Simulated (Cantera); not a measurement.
Feed: 1 mol CuF2, 0.37 mol H2, at 1.50e-5 bar.

Cantera equilibrium calculation (NASA polynomials, part measured and part estimated; ideal gas, pure solids and liquids). Candidate condensed phases: Cu, CuF2; 15 gas species. Kinetics and transport are ignored. All values below are at 948 K.

Base state: HF 0.678, CuF 0.172, CuF2 0.150 (mole fractions); condensed: Cu(s) + CuF2(s).

Q: What changes in the equilibrium state with this change: pressure from 1.50e-5 bar to 0.00930 bar?

A: 
```csv
species,before,after
HF,0.678,0.999
CuF,0.172,0.000278
CuF2,0.150,0.000242
"Cu(s), mol",0.276,0.370
"CuF2(s), mol",0.372,0.630
```

Q: What changes in the equilibrium state with this change: pressure from 1.50e-5 bar to 0.100 bar?

A: 
| species | before | after |
|---|---|---|
| HF | 0.678 | 1.000 |
| CuF | 0.172 | 2.58e-5 |
| CuF2 | 0.150 | 2.25e-5 |
| Cu(s), mol | 0.276 | 0.370 |
| CuF2(s), mol | 0.372 | 0.630 |
